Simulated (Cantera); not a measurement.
A closed system holds: 1 mol SiC, 0.01 mol H₂O, 2.9 mol H₂, equilibrated at 2023.15 K and 0.100 bar.

Cantera equilibrium calculation (NASA polynomials, part measured and part estimated; ideal gas, pure solids and liquids). Candidate condensed phases: C, C₆H₆, C₇H₈, C₈H₁₈, H₂O, Si, SiC, SiO₂; 123 gas species. Gases not in the tables: Si₂H₆ and higher silanes. Equilibrium is a limit: real reactors are often held back by kinetics, nucleation or transport.

Base state: H₂ 0.990, H 0.00598, CO 0.00191, SiO 0.00150, Si 0.000304, SiH₂ 6.38e-5, SiH 6.14e-5, C₂H₂ (acetylene) 1.11e-5 (mole fractions); condensed: SiC(s).

Problem. What changes in the equilibrium state with this change: H₂ from 2.9 to 36 mol?

Solution. 
| species | before | after |
|---|---|---|
| H₂ | 0.990 | 0.993 |
| H | 0.00598 | 0.00599 |
| CO | 0.00191 | 0.000222 |
| SiO | 0.00150 | 5.47e-5 |
| Si | 0.000304 | 0.000170 |
| C₂H₂ (acetylene) | 1.11e-5 | 3.54e-5 |
| SiH | 6.14e-5 | 3.45e-5 |
| SiH₂ | 6.38e-5 | 3.59e-5 |
| SiC(s), mol | 0.994 | 0.989 |

Problem. What changes in the equilibrium state with this change: temperature from 2023.15 K to 1275 K?

Solution. 
```csv
species,before,after
H₂,0.990,0.999
CO,0.00191,0.000885
CH₄,4.38e-6,0.000390
H,0.00598,2.33e-6
SiO,0.00150,3.20e-6
Si,0.000304,<1e-9
SiH₂,6.38e-5,<1e-9
SiH,6.14e-5,<1e-9
"SiC(s), mol",0.994,0.996
"SiO₂(β-quartz), mol",0,0.00370
```
Mutual solubility and eutectic melting of coexisting phases are not modelled. The tables hold silica as quartz up to 1696 K and as liquid above; real silica turns to tridymite and cristobalite and melts near 1996 K.

Problem. What changes in the equilibrium state with this change: H₂ from 2.9 to 47 mol?

Solution. 
| species | before | after |
|---|---|---|
| H₂ | 0.990 | 0.994 |
| H | 0.00598 | 0.00599 |
| CO | 0.00191 | 0.000175 |
| SiO | 0.00150 | 3.72e-5 |
| Si | 0.000304 | 0.000158 |
| C₂H₂ (acetylene) | 1.11e-5 | 4.10e-5 |
| SiH | 6.14e-5 | 3.21e-5 |
| SiH₂ | 6.38e-5 | 3.34e-5 |
| SiC(s), mol | 0.994 | 0.987 |
